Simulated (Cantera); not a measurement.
Input (Python, Cantera):

```python
import numpy as np
import cantera as ct

gas = ct.Solution("gri30.yaml")
gas.TPX = 2198, 13332, {'NO': 1, 'N2': 0.5}
reactor = ct.IdealGasConstPressureReactor(gas, energy="off", clone=False)
net = ct.ReactorNet([reactor])
net.rtol, net.atol = 1e-08, 1e-18
show = ['NO', 'N2O', 'N2', 'NO2', 'O2', 'O']
times = np.geomspace(0.0002, 80, 13)

steps = ct.SolutionArray(gas, extra=["t"])
rows = []
print(f"{'t/s':>10s}{'T/K':>9s}{'P/Pa':>11s}" + "".join(f"{s:>11s}" for s in show))
for t in times:
    while net.time < t:
        t_next = net.step()
        steps.append(gas.state, t=t_next)
    rows.append([np.interp(t, steps.t, y) for y in (steps.T, steps.P, *steps(*show).X.T)])
    print(f"{t:10.3e}{rows[-1][0]:9.1f}{rows[-1][1]:11.4g}" + "".join(f"{x:11.3e}" for x in rows[-1][2:]))
rate = np.gradient(steps.T, steps.t)
print("integrator steps:", len(steps.t))
if steps.T.max() > steps.T[0] + 200:
    print(f"time of steepest temperature rise: {steps.t[rate.argmax()]:.4e} s")
gas.TPX = 2198, 13332, {'NO': 1, 'N2': 0.5}
gas.equilibrate("TP")
print(f"equilibrium (TP): T = {gas.T:.1f} K  " + "  ".join(f"{s} {gas[s].X[0]:.3e}" for s in show))
```

Output:

```
       t/s      T/K       P/Pa         NO        N2O         N2        NO2         O2          O
 2.000e-04   2198.0  1.333e+04  6.666e-01  4.577e-05  3.333e-01  2.409e-06  1.722e-06  5.357e-05
 5.860e-04   2198.0  1.333e+04  6.663e-01  1.099e-04  3.334e-01  1.182e-05  1.685e-05  1.732e-04
 1.717e-03   2198.0  1.333e+04  6.654e-01  1.896e-04  3.337e-01  3.972e-05  1.886e-04  5.454e-04
 5.030e-03   2198.0  1.333e+04  6.618e-01  1.989e-04  3.353e-01  6.912e-05  1.609e-03  1.020e-03
 1.474e-02   2198.0  1.333e+04  6.505e-01  1.862e-04  3.409e-01  8.282e-05  7.137e-03  1.195e-03
 4.317e-02   2198.0  1.333e+04  6.151e-01  1.586e-04  3.585e-01  1.094e-04  2.460e-02  1.534e-03
 1.265e-01   2198.0  1.333e+04  5.044e-01  9.661e-05  4.136e-01  1.460e-04  7.948e-02  2.279e-03
 3.706e-01   2198.0  1.333e+04  2.454e-01  2.010e-05  5.428e-01  1.135e-04  2.083e-01  3.423e-03
 1.086e+00   2198.0  1.333e+04  4.364e-02  7.815e-07  6.435e-01  2.462e-05  3.088e-01  4.095e-03
 3.181e+00   2198.0  1.333e+04  1.493e-02  2.710e-07  6.578e-01  8.617e-06  3.231e-01  4.181e-03
 9.320e+00   2198.0  1.333e+04  1.431e-02  2.656e-07  6.581e-01  8.264e-06  3.234e-01  4.183e-03
 2.731e+01   2198.0  1.333e+04  1.431e-02  2.656e-07  6.581e-01  8.264e-06  3.234e-01  4.183e-03
 8.000e+01   2198.0  1.333e+04  1.431e-02  2.656e-07  6.581e-01  8.264e-06  3.234e-01  4.183e-03
integrator steps: 985
equilibrium (TP): T = 2198.0 K  NO 1.431e-02  N2O 2.656e-07  N2 6.581e-01  NO2 8.264e-06  O2 3.234e-01  O 4.183e-03
```

Detailed kinetics in Cantera: GRI-Mech 3.0 (53 species, 325 reactions).
